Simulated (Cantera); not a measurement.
**Low-pressure radical oxidation in H2/O2**

An isothermal, constant-pressure homogeneous reactor starts with 0.105 % H₂, 18.2 % O₂, 81.7 % N₂, equivalence ratio 0.0029, at 1100 K and 0.0370 bar.

Model: the H2/O2 subset of GRI-Mech 3.0, which has no nitrogen chemistry, integrated in Cantera. Radical loss at walls, strong at low pressure, is not modelled.

```
t (s)         x H₂   x O₂       x O       x H     x HO₂      x OH
--------  --------  -----  --------  --------  --------  --------
0.000300   0.00105  0.182  1.12e-11  8.08e-12  1.87e-11  1.06e-11
0.000998   0.00105  0.182  6.41e-11  1.40e-11  6.28e-11  5.46e-11
0.00332    0.00105  0.182  4.58e-10  4.69e-11  2.14e-10  3.19e-10
0.0111     0.00105  0.182   1.71e-8   1.36e-9   1.08e-9   1.07e-8
0.0368    0.000571  0.181  0.000323   3.88e-5   9.40e-7  0.000139
0.122      1.88e-6  0.181  0.000422   1.13e-5   3.46e-7   4.18e-5
0.408      4.95e-7  0.181  0.000117   1.64e-6   1.77e-7   2.19e-5
1.36       7.19e-8  0.181   1.80e-5   1.00e-7   5.83e-8   8.65e-6
4.51       8.42e-9  0.181   2.28e-6   4.55e-9   1.32e-8   3.11e-6
15.0       1.14e-9  0.181   3.32e-7  2.54e-10   2.57e-9   1.19e-6
50.0      2.06e-10  0.181   6.32e-8  2.12e-11  5.69e-10   5.20e-7
```
x: mole fraction; the columns are a selection and need not sum to one.

Equilibrium at this temperature and pressure: H₂ 1.71e-11, O₂ 0.181, O 5.56e-9, H <1e-12, HO₂ 1.61e-10, OH 1.54e-7 (gas phase only).
